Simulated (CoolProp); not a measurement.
Vapour-liquid equilibrium of cyclopropane (1) + R134a (2) at 48.55 °C; x and y are mole fractions of (1).

Computed with CoolProp (multi-fluid Helmholtz-energy mixture model, Polt 1992 and Tillner-Roth 1994; pair parameters Bell 2016). This equation is an older, rougher fit; its heat capacities, sound speeds and derivatives of the liquid may be far off and weren't checked against measurements.

| x | bubble pressure (bar) | y at the bubble point | dew pressure at overall composition x (bar) | liquid density (mol/L) |
|---|---|---|---|---|
| 0.05 | 13.59 | 0.093 | 13.17 | ? |
| 0.2 | ? | 0.290 | 14.64 | 11.02 |
| 0.35 | 16.57 | 0.417 | ? | ? |
| 0.5 | 16.96 | 0.513 | 16.94 | 11.57 |
| 0.65 | 16.81 | ? | 16.54 | ? |
| 0.8 | 16.03 | 0.712 | 15.14 | ? |
| 0.95 | 14.11 | 0.896 | ? | 13.50 |

Q: Some entries are withheld; supply them.

A: 
- 0.05, liquid density (mol/L): 10.90
- 0.2, bubble pressure (bar): 15.53
- 0.35, dew pressure at overall composition x (bar): 16.07
- 0.35, liquid density (mol/L): 11.23
- 0.65, y at the bubble point: 0.603
- 0.65, liquid density (mol/L): 12.06
- 0.8, liquid density (mol/L): 12.71
- 0.95, dew pressure at overall composition x (bar): 13.54

y crosses x between x = 0.5 and 0.65: the model has an azeotrope there.

Pair parameters are fitted to limited data, so mixtures are less certain than the pure fluids.
